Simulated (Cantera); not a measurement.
Cantera run, input and output.

```python
import numpy as np
import cantera as ct

gas = ct.Solution("gri30.yaml")


def delay(T, t_max=10):
    gas.TPX = T, 3000000, {'CH4': 1, 'CO': 0.15, 'O2': 3.71, 'N2': 13.9}
    reactor = ct.IdealGasReactor(gas, clone=False)
    net = ct.ReactorNet([reactor])
    net.rtol, net.atol = 1e-8, 1e-16
    while net.time < t_max:
        t_old, T_old = net.time, reactor.T
        net.step()
        if reactor.T > T + 400:  # ignition: a rise of 400 K
            return t_old + (T + 400 - T_old) / (reactor.T - T_old) * (net.time - t_old)
    return np.nan


taus = []
for T in [1048, 1098, 1148, 1198, 1248, 1298, 1348, 1398]:
    taus.append(delay(T))
    print(f"T0 = {T:6g} K   tau = {taus[-1]:.4e} s")
```

Output:

```
T0 =   1048 K   tau = 1.3464e-02 s
T0 =   1098 K   tau = 5.8202e-03 s
T0 =   1148 K   tau = 2.7232e-03 s
T0 =   1198 K   tau = 1.3648e-03 s
T0 =   1248 K   tau = 7.2526e-04 s
T0 =   1298 K   tau = 4.0496e-04 s
T0 =   1348 K   tau = 2.3573e-04 s
T0 =   1398 K   tau = 1.4215e-04 s
```

Detailed kinetics in Cantera: GRI-Mech 3.0 (53 species, 325 reactions). The pressure lies above the range GRI-Mech 3.0 was tuned for (to about 10 atm).
